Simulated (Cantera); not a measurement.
Feed: 1 mol Si, 0.0058 mol H2O, 98 mol H2, held at 13300 Pa.

Method: chemical equilibrium by Gibbs-energy minimisation in Cantera with the NASA 1993 tables (ideal gas, pure condensed phases). Candidate condensed phases: H2O, Si, SiO2; 18 gas species. Mutual solubility and eutectic melting of coexisting phases are not modelled. The tables hold silica as quartz up to 1696 K and as liquid above; real silica turns to tridymite and cristobalite and melts near 1996 K. Gases not in the tables: Si2H6 and higher silanes. Rates play no part.

x: gas mole fraction; n: condensed amount in mol.

| T (K) | x H2 | x H | x Si | x SiH | x SiH2 | n Si(s) | n SiO2(β-quartz) | n Si(l) |
|---|---|---|---|---|---|---|---|---|
| 1023 | 1.00 | 1.13e-8 | <1e-12 | <1e-12 | 1.80e-10 | 0.997 | 0.00290 | 0 |
| 1123 | 1.000 | 1.17e-7 | <1e-12 | 4.48e-12 | 2.26e-9 | 0.997 | 0.00288 | 0 |
| 1223 | 1.000 | (withheld) | (withheld) | (withheld) | (withheld) | 0.997 | (withheld) | 0 |
| 1323 | 1.000 | (withheld) | (withheld) | (withheld) | (withheld) | 0.994 | 0 | 0 |
| 1423 | 1.000 | 1.82e-5 | 1.15e-8 | 1.88e-8 | 5.26e-7 | 0.994 | 0 | 0 |
| 1523 | 1.000 | 6.33e-5 | 1.35e-7 | 1.44e-7 | 2.00e-6 | 0.994 | 0 | 0 |
| 1623 | 1.000 | 0.000189 | 1.17e-6 | 8.60e-7 | 6.47e-6 | 0.993 | 0 | 0 |
| 1723 | 0.999 | 0.000499 | 7.38e-6 | 3.87e-6 | 1.70e-5 | 0 | 0 | 0.991 |
| 1823 | 0.999 | 0.00119 | 3.32e-5 | 1.29e-5 | 3.51e-5 | 0 | 0 | 0.986 |
| 1923 | 0.997 | 0.00258 | 0.000127 | 3.80e-5 | 6.71e-5 | 0 | 0 | 0.971 |
| 2023 | 0.994 | 0.00519 | 0.000427 | 9.99e-5 | 0.000120 | 0 | 0 | 0.929 |
| 2123 | 0.988 | 0.00977 | 0.00128 | 0.000239 | 0.000203 | 0 | 0 | 0.820 |
| 2223 | 0.978 | 0.0174 | 0.00345 | 0.000527 | 0.000324 | 0 | 0 | 0.553 |

Problem. Fill in the missing entries.

Solution. 
- 1223, x H: 8.23e-7
- 1223, x Si: 2.41e-11
- 1223, x SiH: 1.14e-10
- 1223, x SiH2: 1.87e-8
- 1223, n SiO2(β-quartz): 0.00252
- 1323, x H: 4.34e-6
- 1323, x Si: 6.65e-10
- 1323, x SiH: 1.78e-9
- 1323, x SiH2: 1.13e-7
